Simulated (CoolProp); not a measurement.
Vapour-liquid equilibrium of ethanol (1) + n-hexane (2) at 438.6 K; x and y are mole fractions of (1).

Computed with CoolProp (multi-fluid Helmholtz-energy mixture model, Schroeder 2014 and Thol 2019; pair parameters Bell 2016).

```json
[
 {"x": "0.05", "bubble pressure, mixture model (kPa)": "1178", "bubble pressure, Raoult's law (kPa)": "1029", "y, mixture model": "0.148", "y, Raoult's law": "0.070"},
 {"x": "0.2", "bubble pressure, mixture model (kPa)": "1483", "bubble pressure, Raoult's law (kPa)": "1092", "y, mixture model": "0.362", "y, Raoult's law": "0.262"},
 {"x": "0.35", "bubble pressure, mixture model (kPa)": "1618", "bubble pressure, Raoult's law (kPa)": "1156", "y, mixture model": "0.464", "y, Raoult's law": "0.433"},
 {"x": "0.5", "bubble pressure, mixture model (kPa)": "1674", "bubble pressure, Raoult's law (kPa)": "1219", "y, mixture model": "0.542", "y, Raoult's law": "0.587"},
 {"x": "0.65", "bubble pressure, mixture model (kPa)": "1679", "bubble pressure, Raoult's law (kPa)": "1282", "y, mixture model": "0.626", "y, Raoult's law": "0.725"},
 {"x": "0.8", "bubble pressure, mixture model (kPa)": "1623", "bubble pressure, Raoult's law (kPa)": "1346", "y, mixture model": "0.742", "y, Raoult's law": "0.850"},
 {"x": "0.95", "bubble pressure, mixture model (kPa)": "1490", "bubble pressure, Raoult's law (kPa)": "1409", "y, mixture model": "0.921", "y, Raoult's law": "0.964"}
]
```

The largest gap from Raoult's law is +40.0 % in bubble pressure, at x = 0.35. y crosses x between x = 0.5 and 0.65: the model has an azeotrope there.

Pair parameters are fitted to limited data, so mixtures are less certain than the pure fluids.
